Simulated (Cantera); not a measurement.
Input: 1 mol PbO, 0.58 mol H₂, 56 mol N₂, 0.13 mol CO, at 0.100 bar.

Equilibrium computed with Cantera from the NASA thermochemical tables; the gas is ideal and each condensed phase is pure. Candidate condensed phases: C, C₆H₆, C₇H₈, C₈H₁₈, H₂O, Pb, PbO, PbO₂, Pb₃O₄; 139 gas species. Gases not in the tables: (PbO)n polymers. Rates play no part. All values below are at 1425 K.

Base state: N₂ 0.970, Pb 0.0123, H₂O 0.0100, PbO 0.00500, CO₂ 0.00225, O₂ 1.38e-5 (mole fractions); condensed: gas only.

What changes in the equilibrium state with this change: PbO replaced by Fe(CO)₅?


```json
[
 {"species": "N₂", "before": "0.970", "after": "0.907"},
 {"species": "CO", "before": "2.87e-6", "after": "0.0831"},
 {"species": "H₂", "before": "5.62e-6", "after": "0.00939"},
 {"species": "Pb", "before": "0.0123", "after": "0"},
 {"species": "H₂O", "before": "0.0100", "after": "1.66e-6"},
 {"species": "PbO", "before": "0.00500", "after": "0"},
 {"species": "O₂", "before": "1.38e-5", "after": "<1e-9"},
 {"species": "Fe(γ), mol", "before": "0", "after": "1.000"}
]
```
Further candidate phases: Fe, Fe(CO)₅, FeO, Fe(OH)₂, Fe(OH)₃, Fe₂O₃, Fe₃O₄.
